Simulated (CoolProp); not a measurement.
Saturated liquid density (kg/m³) of CH3F (R41): the reference equation beside estimates from Tc = 317.3 K, pc = 5906 kPa, ω = 0.200. Rackett uses Z = 0.29056 − 0.08775 ω.

The numbers come from the reference Helmholtz-energy equation of state, Lemmon 2006 in CoolProp. It is a short technical equation, of lower accuracy than the large ones.

```
T (K)  reference  Rackett  Redlich-Kwong  Soave-Redlich-Kwong
-----  ---------  -------  -------------  -------------------
230.3      801.3    684.5          612.6                632.4
236.2      786.7    672.4          599.1                619.4
242.1      771.4    659.9          585.0                605.6
248        755.6    646.9          570.2                591.0
253.9      739.1    633.4          554.7                575.6
259.8      721.7    619.3          538.4                559.3
265.7      703.4    604.4          521.2                541.9
271.6      684.1    588.7          502.9                523.2
277.5      663.3    571.9          483.4                503.1
283.4      641.0    553.8          462.4                481.3
289.3      616.5    534.0          439.6                457.3
295.2      589.1    511.8          414.4                430.6
```

Absolute difference from the reference over all 12 rows, mean and median: Rackett 14.0 and 14.1 %, Redlich-Kwong 26.0 and 25.7 %, Soave-Redlich-Kwong 23.2 and 22.7 %.
